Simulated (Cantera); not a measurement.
What does this Cantera script print?

```python
import numpy as np
import cantera as ct

gas_names = """
    CL CL2 N N2 Si SiCL SiCL2 SiCL3 SiCL4 SiN Si2 Si2N Si3
""".split()
cond_names = """
    Si(cr) Si(L) Si3N4(a)
""".split()


# ... load() reads the species with a 1 bar reference pressure and builds the phases ...
atoms = {
    'SiCl4': {'Si': 1, 'CL': 4},
    'N2': {'N': 2},
}
top_T = {'Si3N4(a)': 2400}  # K; cautious upper limits of use, not melting points


# ... equilibrate(T, P, feed) seeds the gas with the atoms and calls Mixture.equilibrate('TP', solver="vcs", rtol=1e-11, max_steps=5000) ...
results = []
feed = {'SiCl4': 1, 'N2': 7.3}  # mol
P = 100000  # Pa
for T in [773, 873, 973, 1073, 1173, 1273, 1373, 1473, 1573, 1673]:
    mix = equilibrate(T, P, feed)
    results.append((T, P, feed, dict(zip(mix.species_names, mix.species_moles))))

top = {s: max(r[3][s] / sum(r[3][g] for g in gas_names) for r in results) for s in gas_names}
cols = sorted((s for s in top if top[s] > 1e-05), key=lambda s: -top[s])[:7]
seen = [c for c in cond_names if any(r[3].get(c, 0) > 1e-12 for r in results)]
print("log10 of partial pressures in bar; condensed amounts in mol")
print(f"{'T/K':>10s}" + "".join(f"{s[:9]:>10s}" for s in cols + seen))
for T, P, feed, n in results:
    ng = sum(n[g] for g in gas_names)
    print(f"{T:10.4g}" + "".join(f"{np.log10(max(n[s] / ng * P / 1e5, 1e-99)):10.3f}" for s in cols)
          + "".join(f"{n.get(c, 0):10.4g}" for c in seen))
```

Output:

```
log10 of partial pressures in bar; condensed amounts in mol
       T/K        N2     SiCL4     SiCL3        CL       CL2     SiCL2
       773    -0.056    -0.919    -9.364   -10.179    -9.737   -15.647
       873    -0.056    -0.919    -7.952    -8.544    -8.381   -13.215
       973    -0.056    -0.919    -6.823    -7.253    -7.325   -11.269
      1073    -0.056    -0.919    -5.897    -6.211    -6.486    -9.671
      1173    -0.056    -0.919    -5.123    -5.354    -5.807    -8.332
      1273    -0.056    -0.919    -4.465    -4.637    -5.248    -7.195
      1373    -0.056    -0.920    -3.901    -4.029    -4.780    -6.217
      1473    -0.056    -0.921    -3.412    -3.505    -4.382    -5.370
      1573    -0.056    -0.923    -2.987    -3.049    -4.038    -4.631
      1673    -0.057    -0.929    -2.617    -2.647    -3.736    -3.986
```

Method: chemical equilibrium by Gibbs-energy minimisation in Cantera with the NASA 1993 tables (ideal gas, pure condensed phases). The tables' values for SiCl3 are old estimates; treat these amounts as uncertain.
